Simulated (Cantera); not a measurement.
Cantera run:

```python
import numpy as np
import cantera as ct

gas_names = [...]  # 87 gases of nasa_gas.yaml made of C, H, Si
cond_names = """
    C(gr) C6H6(L) C7H8(L) C8H18(L),n-octa Si(cr) Si(L) SiC(b)
""".split()


# ... load() reads the species with a 1 bar reference pressure and builds the phases ...
atoms = {
    'CH3SiH3': {'C': 1, 'H': 6, 'Si': 1},
    'H2': {'H': 2},
}
top_T = {'C(gr)': 4500, 'SiC(b)': 3050}  # K; cautious upper limits of use, not melting points


# ... equilibrate(T, P, feed) seeds the gas with the atoms and calls Mixture.equilibrate('TP', solver="vcs", rtol=1e-11, max_steps=5000) ...
results = []
feed = {'CH3SiH3': 1, 'H2': 100}  # mol
T = 2075  # K
for P in [100, 220, 460, 1000, 2200, 4600, 10000, 22000, 46000, 100000]:
    mix = equilibrate(T, P, feed)
    results.append((T, P, feed, dict(zip(mix.species_names, mix.species_moles))))

top = {s: max(r[3][s] / sum(r[3][g] for g in gas_names) for r in results) for s in gas_names}
cols = sorted((s for s in top if top[s] > 1e-06), key=lambda s: -top[s])[:8]
seen = [c for c in cond_names if any(r[3].get(c, 0) > 1e-12 for r in results)]
print("log10 of partial pressures in bar; condensed amounts in mol")
print(f"{'P/Pa':>10s}" + "".join(f"{s[:9]:>10s}" for s in cols + seen))
for T, P, feed, n in results:
    ng = sum(n[g] for g in gas_names)
    print(f"{P:10.4g}" + "".join(f"{np.log10(max(n[s] / ng * P / 1e5, 1e-99)):10.3f}" for s in cols)
          + "".join(f"{n.get(c, 0):10.4g}" for c in seen))
```

It prints:

```
log10 of partial pressures in bar; condensed amounts in mol
      P/Pa        H2         H        Si C2H2,acet      SiC2      Si2C       SiH      SiH2     C(gr)    SiC(b)
       100    -3.041    -4.095    -5.137    -5.947    -6.374    -6.567    -6.899    -7.981     0.544   0.08963
       220    -2.684    -3.917    -5.137    -5.591    -6.374    -6.567    -6.721    -7.625    0.1074    0.5897
       460    -2.356    -3.752    -5.083    -5.369    -6.427    -6.513    -6.503    -7.242         0    0.7797
      1000    -2.012    -3.581    -4.975    -5.243    -6.536    -6.405    -6.223    -6.791         0    0.8698
      2200    -1.666    -3.407    -4.866    -5.113    -6.644    -6.296    -5.941    -6.336         0     0.922
      4600    -1.343    -3.246    -4.767    -4.989    -6.744    -6.197    -5.681    -5.914         0    0.9506
     1e+04    -1.004    -3.076    -4.666    -4.851    -6.844    -6.096    -5.411    -5.474         0    0.9683
   2.2e+04    -0.660    -2.905    -4.568    -4.704    -6.942    -5.998    -5.141    -5.032         0    0.9785
   4.6e+04    -0.339    -2.744    -4.477    -4.565    -7.034    -5.907    -4.889    -4.619         0    0.9836
     1e+05    -0.001    -2.575    -4.371    -4.439    -7.139    -5.801    -4.614    -4.176         0    0.9858
```

Cantera equilibrium calculation (NASA polynomials, part measured and part estimated; ideal gas, pure solids and liquids). The feed counts by its element totals alone. Gases not in the tables: Si2H6 and higher silanes.
